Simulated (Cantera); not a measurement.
A perfectly stirred reactor is fed with CH4 : C2H6 : O2 : N2 = 1 : 0.13 : 1.53 : 5.77 (molar parts), equivalence ratio 1.6, at 10.0 bar; it is adiabatic with a 673 K inlet, and is followed from long to short residence time, starting on the burning branch (τ in s: 0.053, 0.025, 0.012, 0.0056, 0.0026, 0.0012, 0.00059, 0.00028, 0.00013, 6.3e-05, 3e-05, 1.4e-05, 6.6e-06).

Detailed kinetics in Cantera: GRI-Mech 3.0 (53 species, 325 reactions).

### Question
What does this change do: 0.78 parts H2 added?

### Answer
```
quantity                                                                       before                                after
------------------------------------------------  -----------------------------------  -----------------------------------
blow-out, bracketed by the residence times tried  burning at 0.130 ms, out at 63.0 µs  burning at 0.130 ms, out at 63.0 µs
x(CH4) at τ = 53.0 ms                                                        0.000733                              0.00259
x(C2H6) at τ = 53.0 ms                                                        1.70e-7                              6.92e-7
x(O2) at τ = 53.0 ms                                                          4.86e-5                              6.65e-5
x(CH2) at τ = 53.0 ms                                                         2.60e-7                              2.12e-7
x(H2O2) at τ = 53.0 ms                                                        3.55e-9                              4.62e-9
x(CH4) at τ = 0.590 ms                                                        0.00697                               0.0132
x(C2H6) at τ = 0.590 ms                                                       2.48e-5                              4.84e-5
x(O2) at τ = 0.590 ms                                                         0.00294                              0.00357
x(CH2) at τ = 0.590 ms                                                        8.05e-6                              5.34e-6
x(H2O2) at τ = 0.590 ms                                                       2.24e-7                              3.08e-7
```

### Question
What does this change do: pressure from 10.0 bar to 0.700 bar?

### Answer
```
quantity                                                                       before                                 after
------------------------------------------------  -----------------------------------  ------------------------------------
blow-out, bracketed by the residence times tried  burning at 0.130 ms, out at 63.0 µs  burning at 0.280 ms, out at 0.130 ms
x(CH4) at τ = 53.0 ms                                                        0.000733                              0.000244
x(C2H6) at τ = 53.0 ms                                                        1.70e-7                               3.34e-7
x(O2) at τ = 53.0 ms                                                          4.86e-5                              0.000133
x(CH2) at τ = 53.0 ms                                                         2.60e-7                               2.56e-6
x(H2O2) at τ = 53.0 ms                                                        3.55e-9                               2.90e-9
x(CH4) at τ = 0.590 ms                                                        0.00697                               0.00321
x(C2H6) at τ = 0.590 ms                                                       2.48e-5                               3.45e-5
x(O2) at τ = 0.590 ms                                                         0.00294                               0.00620
x(CH2) at τ = 0.590 ms                                                        8.05e-6                               6.06e-5
x(H2O2) at τ = 0.590 ms                                                       2.24e-7                               1.25e-7
```
